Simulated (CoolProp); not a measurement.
Dimethyl carbonate at several states: Z from the reference equation and from simpler models built on Tc = 557.0 K, pc = 4.909 MPa, ω = 0.346; each cubic takes its own stable root.

Values from CoolProp's reference Helmholtz-energy equation of state, Zhou 2011.

```csv
T (K),p (MPa),phase,reference
500.6,0.0251,gas,0.9975
508.4,0.171,gas,0.9837
408.6,9.92,liquid,0.2841
458.1,5.43,liquid,0.1532
501,3.37,liquid,0.09831
460.4,0.299,gas,0.9601
```

Question: How far does each simpler model (van der Waals, Redlich-Kwong, Soave-Redlich-Kwong, Peng-Robinson) lie from the reference over these 6 states: mean and median of the absolute difference, and the worst?

Answer: 
- van der Waals: mean 33.9 %, median 32.2 %, worst +73.5 % at 501 K and 3.37 MPa
- Redlich-Kwong: mean 10.4 %, median 8.2 %, worst +26.8 % at 501 K and 3.37 MPa
- Soave-Redlich-Kwong: mean 7.1 %, median 5.5 %, worst +18.4 % at 501 K and 3.37 MPa
- Peng-Robinson: mean 1.1 %, median 0.2 %, worst +4.7 % at 501 K and 3.37 MPa
